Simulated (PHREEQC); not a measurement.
0.06 g of hydrous ferric oxide (600 m²/g; 0.2 weak and 0.005 strong sites per Fe, Dzombak-Morel constants, diffuse double layer) in 1 kg of water with 0.05 mol/kgw of an inert sodium salt and 7.9e-06 mol MgCl2 and 4e-05 mol CaCl2, at 25 °C; the pH is set by adding NaOH or the inert anion's acid. Oxygen alone is held at its pressure in air (log pO2 = -0.68). The system is closed to CO2. Precipitation was switched off in this run.

The series has 17 steps of pH, from 4 to 10.

All values are PHREEQC results (ion-association model, wateq4f.dat), not measurements.

Question: Near which pH is half of the Mg sorbed, and on which side is more sorbed?

Answer: Near pH 8.6, with more sorbed at higher pH.

Question: Near which pH is half of the Ca sorbed, and on which side is more sorbed?

Answer: Near pH 9.5, with more sorbed at higher pH.

Species that the database lacks are ignored.
